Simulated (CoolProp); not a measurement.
The fluid at 305.48 K and 0.0168 MPa is compressed adiabatically to 0.108 MPa with isentropic efficiency 0.75. The same conditions are run with several fluids, on thermodynamics alone (safety and materials aside).

Computed with CoolProp (reference Helmholtz-energy equation of state of each fluid (n-perfluorohexane: Gao 2022; nitrous oxide: Lemmon 2006; R365MFC: Lemmon 2016; cyclopentane: Gedanitz 2015)).

```csv
fluid,work (kJ/kg),final temperature (K),final phase,final density (kg/m³)
n-perfluorohexane,?,332.2,"two-phase, vapour fraction 0.968",14.6
nitrous oxide,174,486.4,gas,1.18
R365MFC,?,349.6,gas,5.68
cyclopentane,?,376.2,gas,2.48
```

**Question.** Some entries are withheld; supply them.

**Answer.** 
- n-perfluorohexane, work (kJ/kg): 18.4
- R365MFC, work (kJ/kg): 44.1
- cyclopentane, work (kJ/kg): 96.6
